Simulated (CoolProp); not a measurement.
A simple Rankine cycle with R21: condensing at 330.15 K, boiler at 1.23 MPa, turbine inlet 409.5 K, turbine efficiency 0.6, pump efficiency 0.6, no recuperator. Each further row changes one setting.

The numbers come from the reference Helmholtz-energy equation of state, Platzer 1990 in CoolProp. This equation is an older, rougher fit; its heat capacities, sound speeds and derivatives of the liquid may be far off and weren't checked against measurements.

| case | thermal efficiency (%) | net work (kJ/kg) | heat in (kJ/kg) | turbine exit temperature (K) | volume ratio over the turbine |
|---|---|---|---|---|---|
| as stated | 5.8 | 14.8 | 257 | 374.6 | 2.50 |
| turbine inlet 429.5 K | 5.8 | 15.9 | 272 | 395.2 | 2.49 |
| condensing temperature 322.15 K | 6.9 | 18.3 | 265 | 367.5 | 3.10 |
| boiler pressure 0.861 MPa | 3.8 | 9.83 | 262 | 388.9 | 1.75 |
| turbine efficiency 0.5 | 4.7 | 12.2 | 257 | 378.3 | 2.53 |
